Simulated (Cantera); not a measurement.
An isothermal, constant-pressure homogeneous reactor starts with H₂ : O₂ : N₂ = 1.4 : 1 : 18 (molar parts), at 1400 K and 100.0 Torr. Integrator tolerance rtol = 1e-08.

Cantera simulation using GRI-Mech 3.0 (53 species, 325 reactions); the numbers are that mechanism's predictions, not measurements. The temperature is held fixed by assumption; the heat of reaction is taken as removed at once.

Question: What does this change do: temperature 1400 to 800 K?

Answer: 
| quantity | before | after |
|---|---|---|
| x(H₂) at 100 s | 7.18e-7 (gas-phase equilibrium 7.20e-7) | 0.00771 (gas-phase equilibrium <1e-12) |
| x(O₂) at 100 s | 0.0152 (gas-phase equilibrium 0.0151) | 0.0190 (gas-phase equilibrium 0.0152) |
| x(NO) at 100 s | 1.99e-5 (gas-phase equilibrium 0.000210) | 4.64e-9 (gas-phase equilibrium 5.84e-7) |
| x(H₂O₂) at 100 s | 3.58e-10 (gas-phase equilibrium 3.57e-10) | 3.62e-5 (gas-phase equilibrium <1e-12) |
| x(HO₂) at 100 s | 6.43e-9 (gas-phase equilibrium 6.40e-9) | 2.18e-6 (gas-phase equilibrium 1.22e-12) |
Radical loss at walls, strong at low pressure, is not modelled. Below about 950 K walls govern HO2 and H2O2 in real vessels.
